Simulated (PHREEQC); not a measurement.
4.2 g of hydrous ferric oxide (600 m²/g; 0.2 weak and 0.005 strong sites per Fe, Dzombak-Morel constants, diffuse double layer) in 1 kg of water with 0.1 mol/kgw of an inert sodium salt and 0.0016 mol/kgw Na2HAsO4, at 25 °C; the pH is set by adding NaOH or the inert anion's acid. O2 is buffered at 0.21 atm. CO2 from the air is kept out. Nothing may precipitate in this run.

Base run: PHREEQC, ion-association model, wateq4f.dat. Each further column changes one thing. The table gives surface charge σ (C/m²).

| pH | base | background salt from 0.1 to 0.01 mol/kgw | oxide from 4.2 to 21 g/kgw |
|---|---|---|---|
| 3 | 0.292 | 0.257 | 0.350 |
| 3.38 | 0.278 | 0.231 | 0.341 |
| 3.75 | 0.259 | 0.201 | 0.326 |
| 4.5 | 0.206 | 0.128 | 0.267 |
| 4.88 | 0.172 | 0.094 | 0.224 |
| 5.25 | 0.136 | 0.067 | 0.180 |
| 5.62 | 0.102 | 0.046 | 0.140 |
| 6.38 | 0.047 | 0.019 | 0.074 |
| 6.75 | 0.028 | 0.011 | 0.051 |
| 7.12 | 0.012 | 0.005 | 0.032 |
| 7.5 | -0.003 | -0.001 | 0.016 |
| 8.25 | -0.035 | -0.014 | -0.012 |
| 8.62 | -0.055 | -0.023 | -0.026 |
| 9 | -0.080 | -0.034 | -0.043 |

The oxide is taken as insoluble; below pH 4 it would dissolve.
